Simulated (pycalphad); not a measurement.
All values are pycalphad results on the COST 507 light-alloy database (1999) (1 atm), not direct measurements. The data set is of 1999 and partly superseded. Diffusion is slow at the low end, where real alloys seldom reach equilibrium.

Molar enthalpy of Ti-34.06Hf-0.04417B (wt.%) in equilibrium (SER reference):

| T (°C) | H (kJ/mol) | phases |
|---|---|---|
| 2577 | 112.27 | liquid |
| 2377 | 103.07 | liquid |
| 2177 | 93.88 | liquid |
| 1977 | 84.69 | liquid |
| 1777 | 75.52 | liquid |
| 1677 | 70.94 | liquid |
| 1577 | 53.12 | bcc + liquid |
| 1477 | 49.28 | bcc + BM |
| 1377 | 45.89 | bcc + BM |
| 1177 | 39.45 | bcc + BM |
| 977 | 33.36 | bcc + BM |
| 777 | 23.23 | hcp + BM |
| 577 | 16.78 | hcp + BM |
| 377 | 10.70 | hcp + BM |

Cooling from 1677 °C to 1477 °C, across the freezing range, releases 21.7 kJ/mol, or 340 J/g. The slope is 46 J/(mol K) in the liquid and 34 J/(mol K) just below the solidus, where it includes any heat of precipitation. Liquidus 1648 °C, solidus 1545 °C. Changes were sought between steps of 100 K, so a narrower field can be missed.

Database names, with the compositions (at.%) that they take in these runs: BM: Ti 49 B 50 Hf 0.
